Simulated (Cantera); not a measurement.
A perfectly stirred reactor is fed with CO : H2 : CH4 : O2 : N2 : H2O = 1 : 0.077 : 0.76 : 2.37 : 15.9 : 3.1 (molar parts), equivalence ratio 0.87, at 9.87 atm; it is adiabatic with a 700 K inlet, and is followed from long to short residence time, starting on the burning branch (τ in s: 0.16, 0.069, 0.029, 0.012, 0.0052, 0.0022, 0.00093, 0.0004, 0.00017, 7.1e-05, 3e-05, 1.3e-05, 5.4e-06).

Detailed kinetics in Cantera: GRI-Mech 3.0 (53 species, 325 reactions).

Problem. What does this change do: pressure from 9.87 atm to 0.424 atm?

Solution. 
```json
[
 {"quantity": "blow-out, bracketed by the residence times tried", "before": "burning at 0.930 ms, out at 0.400 ms", "after": "burning at 0.930 ms, out at 0.400 ms"},
 {"quantity": "x(CO) at τ = 0.160 s", "before": "0.000127", "after": "0.00187"},
 {"quantity": "x(H2) at τ = 0.160 s", "before": "5.37e-5", "after": "0.00126"},
 {"quantity": "x(CH4) at τ = 0.160 s", "before": "2.85e-6", "after": "6.31e-6"},
 {"quantity": "x(CO2) at τ = 0.160 s", "before": "0.0775", "after": "0.0756"},
 {"quantity": "x(HCO) at τ = 0.160 s", "before": "9.55e-10", "after": "2.00e-8"},
 {"quantity": "x(CO) at τ = 0.930 ms", "before": "0.00493", "after": "0.0200"},
 {"quantity": "x(H2) at τ = 0.930 ms", "before": "0.00115", "after": "0.00851"},
 {"quantity": "x(CH4) at τ = 0.930 ms", "before": "0.000142", "after": "0.000353"},
 {"quantity": "x(CO2) at τ = 0.930 ms", "before": "0.0722", "after": "0.0557"},
 {"quantity": "x(HCO) at τ = 0.930 ms", "before": "1.67e-7", "after": "3.31e-6"}
]
```

Problem. What does this change do: inlet temperature 700 to 475 K?

Solution. 
```json
[
 {"quantity": "blow-out, bracketed by the residence times tried", "before": "burning at 0.930 ms, out at 0.400 ms", "after": "burning at 5.20 ms, out at 2.20 ms"},
 {"quantity": "x(CO) at τ = 0.160 s", "before": "0.000127", "after": "0.000182"},
 {"quantity": "x(H2) at τ = 0.160 s", "before": "5.37e-5", "after": "4.48e-5"},
 {"quantity": "x(CH4) at τ = 0.160 s", "before": "2.85e-6", "after": "8.21e-6"},
 {"quantity": "x(CO2) at τ = 0.160 s", "before": "0.0775", "after": "0.0774"},
 {"quantity": "x(HCO) at τ = 0.160 s", "before": "9.55e-10", "after": "1.33e-9"},
 {"quantity": "x(CO) at τ = 0.930 ms", "before": "0.00493", "after": "0.0431"},
 {"quantity": "x(H2) at τ = 0.930 ms", "before": "0.00115", "after": "0.00332"},
 {"quantity": "x(CH4) at τ = 0.930 ms", "before": "0.000142", "after": "0.0327"},
 {"quantity": "x(CO2) at τ = 0.930 ms", "before": "0.0722", "after": "<1e-12"},
 {"quantity": "x(HCO) at τ = 0.930 ms", "before": "1.67e-7", "after": "<1e-12"}
]
```
